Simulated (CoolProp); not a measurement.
Values from CoolProp's reference Helmholtz-energy equation of state, Thol 2014.

**Question.** For chloromethane (R40), give the phase and the cp (kJ/(kg K)), cv (kJ/(kg K)), speed of sound (m/s) at 394.7 K and 0.0329 MPa; 394.7 K and 0.0675 MPa; 394.7 K and 5.06 MPa.

**Answer.** 
- 394.7 K and 0.0329 MPa: gas; cp 0.950, cv 0.783, speed of sound 280
- 394.7 K and 0.0675 MPa: gas; cp 0.953, cv 0.785, speed of sound 280
- 394.7 K and 5.06 MPa: liquid; cp 2.81, cv 1.03, speed of sound 365
